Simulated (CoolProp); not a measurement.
Model: reference Helmholtz-energy equation of state, Wagner 2002, in CoolProp.

Question: For water, give the phase and the cp (kJ/(kg K)), cv (kJ/(kg K)), speed of sound (m/s) at 363.4 K and 101 kPa; 448.8 K and 101 kPa.

Answer: 
- 363.4 K and 101 kPa: liquid; cp 4.21, cv 3.82, speed of sound 1550
- 448.8 K and 101 kPa: gas; cp 1.98, cv 1.49, speed of sound 520
